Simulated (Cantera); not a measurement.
A closed system holds: 1 mol PbO, 9.1 mol CO, 1.8 mol H₂, at 1.30 mbar.

Equilibrium computed with Cantera from the NASA thermochemical tables; the gas is ideal and each condensed phase is pure. Candidate condensed phases: C, C₆H₆, C₇H₈, C₈H₁₈, H₂O, Pb, PbO, PbO₂, Pb₃O₄; 113 gas species. Equilibrium is a limit: real reactors are often held back by kinetics, nucleation or transport.

log p: log10 of the partial pressure in bar; n: condensed amount in mol.

```csv
T (K),log p CO,log p CO₂,log p H₂,log p Pb,log p H₂O,log p CH₄,log p H,n C(graphite),n Pb(l)
750,-3.13,-3.51,-3.64,-8.02,-4.81,(withheld),-14.32,1.38,1.000
800,-3.01,-3.94,-3.68,-7.21,-5.24,(withheld),-13.38,0,0.999
850,-3.01,-3.95,-3.68,-6.50,-5.11,(withheld),-12.53,0,0.997
900,-3.01,-3.96,-3.69,-5.86,-5.00,(withheld),-11.78,0,0.989
950,-3.01,-3.97,-3.70,-5.30,-4.91,(withheld),-11.10,0,0.958
1000,-3.01,-3.99,-3.70,-4.79,-4.83,(withheld),-10.50,0,0.862
1050,-3.02,-4.01,-3.72,-4.33,-4.78,(withheld),-9.95,0,0.595
1100,-3.04,-4.04,-3.75,-3.96,-4.74,(withheld),-9.46,0,0
1150,-3.04,-4.05,-3.75,-3.96,-4.69,(withheld),-9.00,0,0
1200,-3.04,-4.06,-3.76,-3.96,-4.64,(withheld),-8.58,0,0
1250,-3.04,-4.07,-3.77,-3.96,-4.60,(withheld),-8.20,0,0
```

Task: Complete the blanks.

Result: 
- 750, log p CH₄: -6.77
- 800, log p CH₄: -7.32
- 850, log p CH₄: -8.31
- 900, log p CH₄: -9.20
- 950, log p CH₄: -9.99
- 1000, log p CH₄: -10.72
- 1050, log p CH₄: -11.39
- 1100, log p CH₄: -12.04
- 1150, log p CH₄: -12.58
- 1200, log p CH₄: -13.07
- 1250, log p CH₄: -13.51
